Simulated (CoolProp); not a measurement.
Saturation properties of carbonyl sulfide.

Model: reference Helmholtz-energy equation of state, Lemmon 2006, in CoolProp. It is a short technical equation, of lower accuracy than the large ones.

| T (K) | p (bar) | liquid density (kg/m³) | vapour density (kg/m³) | enthalpy of vaporisation (kJ/kg) | liquid cp (kJ/(kg K)) |
|---|---|---|---|---|---|
| 179.3 | 0.07571 | 1264 | 0.3064 | 336.7 | 1.165 |
| 184.6 | 0.1118 | 1253 | 0.4401 | 333.4 | 1.164 |
| 189.8 | 0.1600 | 1243 | 0.6135 | 330.1 | 1.163 |
| 195.1 | 0.2254 | 1232 | 0.8428 | 326.8 | 1.164 |
| 200.3 | 0.3092 | 1222 | 1.129 | 323.6 | 1.165 |
| 205.6 | 0.4190 | 1211 | 1.495 | 320.2 | 1.168 |
| 210.8 | 0.5552 | 1200 | 1.939 | 316.9 | 1.171 |
| 216.1 | 0.7280 | 1189 | 2.490 | 313.5 | 1.175 |
| 221.3 | 0.9364 | 1178 | 3.142 | 310.0 | 1.180 |
| 226.6 | 1.194 | 1167 | 3.934 | 306.5 | 1.186 |
| 231.8 | 1.498 | 1155 | 4.851 | 302.9 | 1.192 |
| 237.1 | 1.866 | 1144 | 5.946 | 299.1 | 1.200 |
| 242.3 | 2.291 | 1132 | 7.193 | 295.4 | 1.208 |

It boils at 223.0 K under 1 atm.
